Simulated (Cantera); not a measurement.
Feed: 1 mol Cu2O, 5 mol CO, held at 18.0 mbar.

Method: chemical equilibrium by Gibbs-energy minimisation in Cantera with the NASA 1993 tables (ideal gas, pure condensed phases). Candidate condensed phases: C, Cu, CuO, Cu2O; 15 gas species. Equilibrium is a limit: real reactors are often held back by kinetics, nucleation or transport. All values below are at 1525 K.

Base state: CO 0.799, CO2 0.200, Cu 0.000691 (mole fractions); condensed: Cu(l).

### Question
What changes in the equilibrium state with this change: CO from 5 to 0.8 mol?

### Answer
```
species         before     after
------------  --------  --------
CO2              0.200     0.990
O2               <1e-9   0.00863
Cu            0.000691  0.000691
CO               0.799  0.000562
Cu(l), mol        2.00      1.63
Cu2O(l), mol         0     0.187
```
Each liquid is taken as pure. Mutual solubility and eutectic melting of coexisting phases are not modelled.
